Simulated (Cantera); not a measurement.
A perfectly stirred reactor is fed with 2.13 % C2H6, 97.9 % N2, at 0.133 bar; it is held at 1800 K, and followed from long to short residence time.

Detailed kinetics in Cantera: GRI-Mech 3.0 (53 species, 325 reactions). GRI-Mech 3.0 stops at C3 and has no aromatics, soot or wall deposition, so with more carbon than oxygen in the feed, carbon stays in small species such as C2H2 where larger ones or solid carbon would form.

x: mole fraction; the columns are a selection and need not sum to one.

| τ (s) | x C2H6 | x CH4 | x C2H4 | x C2H | x H |
|---|---|---|---|---|---|
| 2.1 | (withheld) | 0.000628 | 7.83e-6 | 1.14e-6 | 0.000261 |
| 0.81 | (withheld) | 0.000856 | 1.48e-5 | 1.30e-6 | 0.000295 |
| 0.32 | (withheld) | 0.00113 | 2.98e-5 | 1.49e-6 | 0.000338 |
| 0.12 | (withheld) | 0.00150 | 6.52e-5 | 1.74e-6 | 0.000390 |
| 0.048 | (withheld) | 0.00196 | 0.000138 | 1.99e-6 | 0.000444 |
| 0.019 | (withheld) | 0.00256 | 0.000298 | 2.25e-6 | 0.000500 |
| 0.0074 | (withheld) | 0.00329 | 0.000642 | 2.53e-6 | 0.000560 |
| 0.0029 | (withheld) | 0.00405 | 0.00134 | 2.78e-6 | 0.000619 |
| 0.0011 | (withheld) | 0.00461 | 0.00267 | 2.92e-6 | 0.000672 |
| 0.00044 | (withheld) | 0.00448 | 0.00456 | 2.72e-6 | 0.000695 |

Q: Some entries are withheld; supply them.

A: 
- 2.1, x C2H6: 7.91e-7
- 0.81, x C2H6: 1.94e-6
- 0.32, x C2H6: 4.62e-6
- 0.12, x C2H6: 1.15e-5
- 0.048, x C2H6: 2.68e-5
- 0.019, x C2H6: 6.32e-5
- 0.0074, x C2H6: 0.000151
- 0.0029, x C2H6: 0.000359
- 0.0011, x C2H6: 0.000875
- 0.00044, x C2H6: 0.00201
